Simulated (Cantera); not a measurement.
Feed: 1 mol AlN, 560 mol H₂, 23 mol N₂, 9.4 mol HCl, held at 1525 K and 0.100 bar.

These are equilibrium values from Cantera (NASA tables, ideal gas, pure condensed phases), not measurements of a reactor. Candidate condensed phases: Al, AlCl₃, AlN, NH₄Cl; 20 gas species. The tables' values for AlCl₂ are old estimates; treat these amounts as uncertain. The numbers say what is thermodynamically allowed, not how fast it happens.

Base state: H₂ 0.945, N₂ 0.0394, HCl 0.0139, AlCl 0.000760, AlCl₃ 0.000278, AlCl₂ 0.000173, H 7.27e-5 (mole fractions); condensed: AlN(s).

Problem. What changes in the equilibrium state with this change: HCl from 9.4 to 36 mol?

Solution. 
```json
[
 {"species": "H₂", "before": "0.945", "after": "0.906"},
 {"species": "HCl", "before": "0.0139", "after": "0.0539"},
 {"species": "N₂", "before": "0.0394", "after": "0.0380"},
 {"species": "AlCl₃", "before": "0.000278", "after": "0.00121"},
 {"species": "AlCl", "before": "0.000760", "after": "0.000212"},
 {"species": "AlCl₂", "before": "0.000173", "after": "0.000190"},
 {"species": "H", "before": "7.27e-5", "after": "7.12e-5"},
 {"species": "AlN(s), mol", "before": "0.282", "after": "0"}
]
```

Problem. What changes in the equilibrium state with this change: AlN replaced by Si₃N₄?

Solution. 
| species | before | after |
|---|---|---|
| H₂ | 0.945 | 0.945 |
| N₂ | 0.0394 | 0.0389 |
| HCl | 0.0139 | 0.0157 |
| AlCl | 0.000760 | 0 |
| SiCl₂ | 0 | 6.27e-5 |
| AlCl₃ | 0.000278 | 0 |
| AlCl₂ | 0.000173 | 0 |
| H | 7.27e-5 | 7.27e-5 |
| AlN(s), mol | 0.282 | 0 |
| Si₃N₄(s), mol | 0 | 0.987 |
Further candidate phases: Si, Si₃N₄.

Problem. What changes in the equilibrium state with this change: temperature from 1525 K to 1225 K?

Solution. 
```
species        before     after
-----------  --------  --------
H₂              0.945     0.946
N₂             0.0394    0.0390
HCl            0.0139    0.0150
AlCl         0.000760   9.57e-7
AlCl₃        0.000278  0.000271
H             7.27e-5   9.58e-7
AlCl₂        0.000173   3.05e-6
AlN(s), mol     0.282     0.837
```
